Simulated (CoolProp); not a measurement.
R404A along the isobar 12900 kPa: Z from the reference equation and from simpler models built on Tc = 345.3 K, pc = 3735 kPa, ω = 0.293; each cubic takes its own stable root.

Values from CoolProp's reference Helmholtz-energy equation of state, Lemmon 2003. It is a pseudo-pure fit of the blend.

| T (K) | phase | reference |
|---|---|---|
| 339.3 | liquid | 0.4518 |
| 359.4 | supercritical | 0.4658 |
| 379.5 | supercritical | 0.4912 |
| 399.6 | supercritical | 0.5310 |
| 419.7 | supercritical | 0.5842 |
| 439.7 | supercritical | 0.6435 |
| 459.8 | supercritical | 0.7013 |
| 479.9 | supercritical | 0.7529 |
| 500 | supercritical | 0.7972 |

### Question
How far does each simpler model (Redlich-Kwong, Peng-Robinson) lie from the reference over these 9 states: mean and median of the absolute difference, and the worst?

### Answer
- Redlich-Kwong: mean 7.5 %, median 5.3 %, worst +16.1 % at 339.3 K and 12900 kPa
- Peng-Robinson: mean 6.4 %, median 6.4 %, worst +8.6 % at 399.6 K and 12900 kPa
